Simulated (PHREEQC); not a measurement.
Solution (20 °C): 0.0096 mol/kgw NH3 and 0.013 mol/kgw Li2CO3. Closed to the air; pH follows from the charge balance.

Model: ion-association model, phreeqc.dat, run in PHREEQC.

```json
[
 {"quantity": "pH", "before": "11.19", "after": "10.67"},
 {"quantity": "ionic strength (mol/kgw)", "before": "0.0381", "after": "0.0370"},
 {"quantity": "CO3-2 (mol/kgw)", "before": "0.0119", "after": "0.0108"},
 {"quantity": "NH3 (mol/kgw)", "before": "0.00941", "after": "0.00948"},
 {"quantity": "HCO3- (mol/kgw)", "before": "0.00110", "after": "0.00216"},
 {"quantity": "NH4+ (mol/kgw)", "before": "0.000187", "after": "0.000117"}
]
```

### Question
What was changed between the two runs?
A. Li2CO3 replaced by (NH4)2CO3 at the same molality
B. temperature from 20 to 45 °C
C. diluted 100-fold with water
D. NH3 replaced by (NH4)2SO4 at the same molality
E. NH3 replaced by (NH4)2CO3 at the same molality

### Answer
B, temperature from 20 to 45 °C

No solid was allowed to form. At this temperature some constants are extrapolated from 25 °C, and those without enthalpy data are left unchanged.
